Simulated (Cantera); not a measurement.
Mixture: CH4 : H2 : O2 : N2 = 1 : 1.4 : 2.25 : 8.46 (molar parts), at 2600000 Pa, adiabatic and at constant pressure. Ignition delay is the time to a rise of 400 K.

Computed with Cantera and GRI-Mech 3.0 (53 species, 325 reactions). The pressure lies above the range GRI-Mech 3.0 was tuned for (to about 10 atm).

Q: What does this change do: pressure from 2600000 Pa to 1000000 Pa?

A: 
```csv
quantity,before,after
delay at 1050 K,2.37 ms,3.30 ms
delay at 1200 K,0.153 ms,0.168 ms
delay at 1350 K,22.4 µs,38.5 µs
delay at 1500 K,7.30 µs,15.0 µs
apparent activation energy between 1425 and 1575 K,110 kJ/mol,110 kJ/mol
```
